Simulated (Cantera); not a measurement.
A Cantera script and what it prints.

```python
import numpy as np
import cantera as ct

gas_names = """
    F F2 H HF H2 H2F2 H3F3 H4F4 H5F5 H6F6 H7F7 Si SiF SiF2 SiF3 SiF4 SiH SiHF3 SiH2 SiH2F2 SiH3 SiH3F
    SiH4 Si2 Si3
""".split()
cond_names = """
    Si(cr) Si(L)
""".split()


# ... load() reads the species with a 1 bar reference pressure and builds the phases ...
atoms = {
    'Si': {'Si': 1},
    'F2': {'F': 2},
    'H2': {'H': 2},
}
top_T = {}  # K; cautious upper limits of use, not melting points


# ... equilibrate(T, P, feed) seeds the gas with the atoms and calls Mixture.equilibrate('TP', solver="vcs", rtol=1e-11, max_steps=5000) ...
results = []
T = 925  # K
P = 61  # Pa
for m in [1.8, 2.4, 3.1, 4, 5.2, 6.8, 8.8, 11, 15, 19, 25, 33, 42]:
    feed = {'Si': 1, 'F2': 0.61, 'H2': m}  # mol
    mix = equilibrate(T, P, feed)
    results.append((T, P, feed, dict(zip(mix.species_names, mix.species_moles))))
    x = sorted(zip(gas.X, gas.species_names), reverse=True)
    print(f"T = {T:g} K  P = {P:g} Pa  n(H2) = {m:g} mol  gas = {mix.phase_moles(0):.4g} mol")
    print("   x: " + "  ".join(f"{s} {v:.3e}" for v, s in x if v > 0.0001))
    print("   condensed (mol): " + ("  ".join(f"{mix.phase(i).name} {mix.phase_moles(i):.4g}"
          for i in range(1, mix.n_phases) if mix.phase_moles(i) > 1e-12) or "none"))
```

It prints:

```
T = 925 K  P = 61 Pa  n(H2) = 1.8 mol  gas = 2.103 mol
   x: H2 8.541e-01  SiF4 1.424e-01  SiHF3 3.183e-03  SiF3 2.770e-04
   condensed (mol): Si(cr) 0.6931
T = 925 K  P = 61 Pa  n(H2) = 2.4 mol  gas = 2.703 mol
   x: H2 8.864e-01  SiF4 1.106e-01  SiHF3 2.683e-03  SiF3 2.292e-04
   condensed (mol): Si(cr) 0.693
T = 925 K  P = 61 Pa  n(H2) = 3.1 mol  gas = 3.403 mol
   x: H2 9.097e-01  SiF4 8.774e-02  SiHF3 2.285e-03  SiF3 1.927e-04
   condensed (mol): Si(cr) 0.6929
T = 925 K  P = 61 Pa  n(H2) = 4 mol  gas = 4.303 mol
   x: H2 9.286e-01  SiF4 6.929e-02  SiHF3 1.934e-03  SiF3 1.614e-04
   condensed (mol): Si(cr) 0.6927
T = 925 K  P = 61 Pa  n(H2) = 5.2 mol  gas = 5.503 mol
   x: H2 9.441e-01  SiF4 5.409e-02  SiHF3 1.619e-03  SiF3 1.340e-04
   condensed (mol): Si(cr) 0.6925
T = 925 K  P = 61 Pa  n(H2) = 6.8 mol  gas = 7.103 mol
   x: H2 9.567e-01  SiF4 4.183e-02  SiHF3 1.344e-03  SiF3 1.106e-04
   condensed (mol): Si(cr) 0.6924
T = 925 K  P = 61 Pa  n(H2) = 8.8 mol  gas = 9.103 mol
   x: H2 9.662e-01  SiF4 3.258e-02  SiHF3 1.120e-03
   condensed (mol): Si(cr) 0.6922
T = 925 K  P = 61 Pa  n(H2) = 11 mol  gas = 11.3 mol
   x: H2 9.727e-01  SiF4 2.620e-02  SiHF3 9.543e-04
   condensed (mol): Si(cr) 0.692
T = 925 K  P = 61 Pa  n(H2) = 15 mol  gas = 15.3 mol
   x: H2 9.798e-01  SiF4 1.930e-02  SiHF3 7.617e-04
   condensed (mol): Si(cr) 0.6918
T = 925 K  P = 61 Pa  n(H2) = 19 mol  gas = 19.3 mol
   x: H2 9.840e-01  SiF4 1.527e-02  SiHF3 6.403e-04
   condensed (mol): Si(cr) 0.6916
T = 925 K  P = 61 Pa  n(H2) = 25 mol  gas = 25.3 mol
   x: H2 9.878e-01  SiF4 1.162e-02  SiHF3 5.227e-04
   condensed (mol): Si(cr) 0.6913
T = 925 K  P = 61 Pa  n(H2) = 33 mol  gas = 33.3 mol
   x: H2 9.907e-01  SiF4 8.805e-03  SiHF3 4.251e-04
   condensed (mol): Si(cr) 0.6911
T = 925 K  P = 61 Pa  n(H2) = 42 mol  gas = 42.3 mol
   x: H2 9.927e-01  SiF4 6.914e-03  SiHF3 3.550e-04
   condensed (mol): Si(cr) 0.6908
```

These are equilibrium values from Cantera (NASA tables, ideal gas, pure condensed phases), not measurements of a reactor. The tables' values for SiF3 are old estimates; treat these amounts as uncertain.
